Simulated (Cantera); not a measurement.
A closed system holds: 1 mol SO2, 0.018 mol O2, 0.14 mol H2, equilibrated at 0.130 bar.

Method: chemical equilibrium by Gibbs-energy minimisation in Cantera with the NASA 1993 tables (ideal gas, pure condensed phases). Candidate condensed phases: H2O, H2SO4, S; 34 gas species. Ions and electrons are included (thermal ionisation). Rates play no part.

Problem. At 3500 K, list the 7 most abundant gas species with their mole fractions, and the condensed phases.

Solution. O 0.374, SO 0.222, S 0.145, H 0.0904, O2 0.0747, SO2 0.0622, OH 0.0216. Condensed: gas only.
